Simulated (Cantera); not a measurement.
An isothermal, constant-pressure homogeneous reactor starts with H₂ : O₂ = 0.059 : 1 (molar parts), at 1400 K and 0.00210 bar.

Cantera simulation using GRI-Mech 3.0 (53 species, 325 reactions); the numbers are that mechanism's predictions, not measurements. Radical loss at walls, strong at low pressure, is not modelled. The temperature is held fixed by assumption; the heat of reaction is taken as removed at once.

x: mole fraction; the columns are a selection and need not sum to one.

```json
[
 {"t (s)": "0.00100", "x H₂": "0.0557", "x O₂": "0.944", "x H₂O₂": "2.98e-10", "x O": "3.86e-7", "x H": "1.87e-7", "x H₂O": "3.79e-7", "x HO₂": "1.93e-7"},
 {"t (s)": "0.00355", "x H₂": "0.0555", "x O₂": "0.944", "x H₂O₂": "3.22e-9", "x O": "8.40e-5", "x H": "3.64e-5", "x H₂O": "0.000120", "x HO₂": "6.60e-7"},
 {"t (s)": "0.0126", "x H₂": "0.00111", "x O₂": "0.897", "x H₂O₂": "9.88e-9", "x O": "0.0403", "x H": "0.00721", "x H₂O": "0.0477", "x HO₂": "3.33e-7"},
 {"t (s)": "0.0448", "x H₂": "0.00103", "x O₂": "0.897", "x H₂O₂": "9.55e-9", "x O": "0.0402", "x H": "0.00698", "x H₂O": "0.0480", "x HO₂": "3.29e-7"},
 {"t (s)": "0.159", "x H₂": "0.000992", "x O₂": "0.899", "x H₂O₂": "9.51e-9", "x O": "0.0386", "x H": "0.00659", "x H₂O": "0.0483", "x HO₂": "3.26e-7"},
 {"t (s)": "0.565", "x H₂": "0.000880", "x O₂": "0.905", "x H₂O₂": "9.35e-9", "x O": "0.0337", "x H": "0.00540", "x H₂O": "0.0494", "x HO₂": "3.15e-7"},
 {"t (s)": "2.01", "x H₂": "0.000585", "x O₂": "0.918", "x H₂O₂": "8.56e-9", "x O": "0.0216", "x H": "0.00280", "x H₂O": "0.0520", "x HO₂": "2.75e-7"},
 {"t (s)": "7.13", "x H₂": "?", "x O₂": "0.934", "x H₂O₂": "?", "x O": "?", "x H": "?", "x H₂O": "0.0552", "x HO₂": "?"},
 {"t (s)": "25.3", "x H₂": "2.80e-5", "x O₂": "0.941", "x H₂O₂": "2.32e-9", "x O": "0.000974", "x H": "2.73e-5", "x H₂O": "0.0567", "x HO₂": "5.37e-8"},
 {"t (s)": "90.0", "x H₂": "3.41e-6", "x O₂": "0.942", "x H₂O₂": "6.72e-10", "x O": "0.000118", "x H": "1.15e-6", "x H₂O": "0.0571", "x HO₂": "2.69e-8"}
]
```

What belongs in the gaps?


- 7.13, x H₂: 0.000192
- 7.13, x H₂O₂: 5.82e-9
- 7.13, x O: 0.00679
- 7.13, x H: 0.000499
- 7.13, x HO₂: 1.66e-7
